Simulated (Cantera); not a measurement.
Feed: 1 mol Si2H6, 0.0089 mol Cl2, a varied amount of N2, at 1102 °C and 825 Torr.

Method: chemical equilibrium by Gibbs-energy minimisation in Cantera with the NASA 1993 tables (ideal gas, pure condensed phases). Candidate condensed phases: NH4Cl, Si, Si3N4; 28 gas species. The feed counts by its element totals alone. N2 is the only nitrogen source here; it is nearly inert below about 1500 K, so the nitride shown seldom forms there in practice. Rates play no part.

log p: log10 of the partial pressure in bar; n: condensed amount in mol.

| n(N2) (mol) | log p N2 | log p H2 | log p HCl | log p NH3 | log p H | log p SiCl2 | n Si3N4(s) |
|---|---|---|---|---|---|---|---|
| 6.7 | -0.15 | -0.41 | -2.63 | -4.71 | -5.67 | -7.96 | 0.667 |
| 9.6 | -0.09 | ___ | ___ | ___ | ___ | ___ | 0.667 |
| 14 | -0.05 | -0.68 | -2.90 | -5.07 | -5.80 | -8.30 | 0.667 |
| 20 | -0.02 | -0.82 | -3.04 | -5.27 | -5.87 | -8.46 | 0.667 |
| 28 | -0.01 | ___ | ___ | ___ | ___ | ___ | 0.667 |
| 40 | 0.01 | -1.10 | -3.33 | -5.68 | -6.02 | -8.76 | 0.667 |
| 58 | 0.02 | -1.26 | -3.48 | -5.91 | -6.09 | -8.92 | 0.667 |
| 83 | 0.03 | -1.41 | -3.64 | -6.13 | -6.17 | -9.08 | 0.667 |
| 120 | 0.03 | -1.57 | -3.79 | -6.37 | -6.25 | -9.24 | 0.667 |

Task: What belongs in the gaps?

Result: 
- 28, log p H2: -0.96
- 28, log p HCl: -3.18
- 28, log p NH3: -5.47
- 28, log p H: -5.94
- 28, log p SiCl2: -8.60
- 9.6, log p H2: -0.53
- 9.6, log p HCl: -2.76
- 9.6, log p NH3: -4.88
- 9.6, log p H: -5.73
- 9.6, log p SiCl2: -8.13
